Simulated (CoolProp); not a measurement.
Carbon monoxide along the isotherm 138.8 K: density (kg/m³) from the reference equation and from simpler models built on Tc = 132.9 K, pc = 34.98 bar, ω = 0.050; each cubic takes its own stable root.

The numbers come from the reference Helmholtz-energy equation of state, Lemmon 2006 in CoolProp. It is a short technical equation, of lower accuracy than the large ones.

| p (bar) | phase | reference |
|---|---|---|
| 4.04 | gas | 10.16 |
| 8.07 | gas | 21.08 |
| 12.1 | gas | 32.96 |
| 16.1 | gas | 45.92 |
| 20.2 | gas | 60.77 |
| 24.2 | gas | 77.28 |
| 28.3 | gas | 97.16 |
| 32.3 | gas | 121.0 |
| 36.3 | supercritical | 152.5 |
| 40.4 | supercritical | 202.6 |
| 44.4 | supercritical | 295.0 |
| 48.4 | supercritical | 378.1 |
| 52.5 | supercritical | 418.4 |

How far does each simpler model (ideal gas, van der Waals, Redlich-Kwong, Soave-Redlich-Kwong) lie from the reference over these 13 states: mean and median of the absolute difference, and the worst?


- ideal gas: mean 33.8 %, median 29.3 %, worst -69.6 % at 138.8 K and 52.5 bar
- van der Waals: mean 4.0 %, median 1.6 %, worst -18.4 % at 138.8 K and 52.5 bar
- Redlich-Kwong: mean 2.2 %, median 0.5 %, worst -10.2 % at 138.8 K and 52.5 bar
- Soave-Redlich-Kwong: mean 2.5 %, median 0.3 %, worst -11.3 % at 138.8 K and 48.4 bar
